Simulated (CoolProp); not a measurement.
Properties of toluene at several states (Tc = 318.6 °C, pc = 41.26 bar, ω = 0.266).

Computed with CoolProp (reference Helmholtz-energy equation of state, Lemmon 2006). It is a short technical equation, of lower accuracy than the large ones.

```json
[
 {"T (°C)": "326.25", "p (bar)": "202", "phase": "supercritical", "Z": "0.6290", "cp (kJ/(kg K))": "2.625", "cv (kJ/(kg K))": "2.140", "expansivity (1/kK)": "1.871", "viscosity (µPa s)": "96.1"},
 {"T (°C)": "320.45", "p (bar)": "0.225", "phase": "gas", "Z": "0.9980", "cp (kJ/(kg K))": "2.116", "cv (kJ/(kg K))": "2.025", "expansivity (1/kK)": "1.696", "viscosity (µPa s)": "13.6"},
 {"T (°C)": "119.55", "p (bar)": "0.118", "phase": "gas", "Z": "0.9958", "cp (kJ/(kg K))": "1.493", "cv (kJ/(kg K))": "1.401", "expansivity (1/kK)": "2.584", "viscosity (µPa s)": "9.07"},
 {"T (°C)": "0.15", "p (bar)": "9.7", "phase": "liquid", "Z": "0.04440", "cp (kJ/(kg K))": "1.625", "cv (kJ/(kg K))": "1.192", "expansivity (1/kK)": "1.039", "viscosity (µPa s)": "774"},
 {"T (°C)": "313.55", "p (bar)": "14.4", "phase": "gas", "Z": "0.8549", "cp (kJ/(kg K))": "2.229", "cv (kJ/(kg K))": "2.048", "expansivity (1/kK)": "2.848", "viscosity (µPa s)": "13.7"}
]
```

Viscosity comes from a separate model (Avgeri 2015).
